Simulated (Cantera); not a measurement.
A closed system holds: 1 mol MgCO₃, 0.14 mol SO₂, 3.8 mol O₂, held at 1275 K and 10.0 mbar.

These are equilibrium values from Cantera (NASA tables, ideal gas, pure condensed phases), not measurements of a reactor. Candidate condensed phases: C, Mg, MgCO₃, MgO, MgS, MgSO₄, S; 26 gas species. The numbers say what is thermodynamically allowed, not how fast it happens.

Base state: O₂ 0.769, CO₂ 0.202, SO₂ 0.0280, SO₃ 0.000357 (mole fractions); condensed: MgO(s).

**Question.** What changes in the equilibrium state with this change: pressure from 10.0 mbar to 2.70 bar?

**Answer.** 
```
species          before    after
-------------  --------  -------
O₂                0.769    0.779
CO₂               0.202    0.207
SO₂              0.0280   0.0109
SO₃            0.000357  0.00231
MgO(s), mol        1.00    0.924
MgSO₄(s), mol         0   0.0761
```
Mutual solubility and eutectic melting of coexisting phases are not modelled.
